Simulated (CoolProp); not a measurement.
A single-stage vapour-compression cycle with the fluid: evaporating at 234.15 K (dew point), condensing at 295.15 K (bubble point), superheat 5 K, subcooling 0 K, compressor efficiency 0.8, no pressure losses. The same conditions are run with several fluids, on thermodynamics alone (safety and materials aside).

Model: reference Helmholtz-energy equation of state of each fluid (hydrogen sulfide: Lemmon 2006; fluoroethane (R161): Wu 2012; cis-2-butene: Lemmon 2005; R236FA: Pan 2012; R125: Lemmon 2005; R124: de Vries 1995), in CoolProp.

```csv
fluid,cooling COP,pressure ratio,discharge temperature (K),refrigerating effect (kJ/kg),volumetric capacity (kJ/m³)
hydrogen sulfide,2.30,7.00,418.3,398,1910
fluoroethane (R161),___,8.98,352.7,304,718
cis-2-butene,___,13.9,337.4,___,131
R236FA,2.25,15.8,306.5,109,131
R125,2.02,8.20,312.3,87.5,865
R124,2.33,12.5,___,116,225
```

Task: Fill in the missing entries.

Result: 
- fluoroethane (R161), cooling COP: 2.37
- cis-2-butene, cooling COP: 2.48
- cis-2-butene, refrigerating effect (kJ/kg): 330
- R124, discharge temperature (K): 316.7
